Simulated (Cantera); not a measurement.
MgF2 + H2 (halide evaporation, hydrolysis and transport)

A closed system holds: 1 mol MgF2, a varied amount of H2, equilibrated at 1950 K and 0.100 bar.

Equilibrium computed with Cantera from the NASA thermochemical tables; the gas is ideal and each condensed phase is pure. Candidate condensed phases: Mg, MgF2; 17 gas species. The tables' values for MgH are old estimates; treat these amounts as uncertain. Equilibrium is a limit: real reactors are often held back by kinetics, nucleation or transport.

```
n(H2) (mol)  log p H2  log p HF  log p Mg  log p MgF2  log p MgF  log p H  log p MgH
-----------  --------  --------  --------  ----------  ---------  -------  ---------
16              -1.06     -2.21     -2.57       -2.64      -3.15    -3.47      -4.92
20              -1.05     -2.26     -2.61       -2.79      -3.25    -3.46      -4.96
24              -1.04     -2.31     -2.65       -2.92      -3.34    -3.46      -4.99
29              -1.04     -2.35     -2.69       -3.07      -3.43    -3.46      -5.04
35              -1.03     -2.40     -2.74       -3.22      -3.53    -3.46      -5.08
43              -1.03     -2.46     -2.80       -3.40      -3.65    -3.45      -5.13
53              -1.02     -2.53     -2.86       -3.59      -3.77    -3.45      -5.19
64              -1.02     -2.59     -2.92       -3.78      -3.89    -3.45      -5.25
78              -1.02     -2.66     -2.98       -3.98      -4.03    -3.45      -5.31
```
log p: log10 of the partial pressure in bar; nothing condenses.

From 16 mol H2 to 78 mol H2 nothing is condensed. The main Mg-bearing gas is Mg throughout.
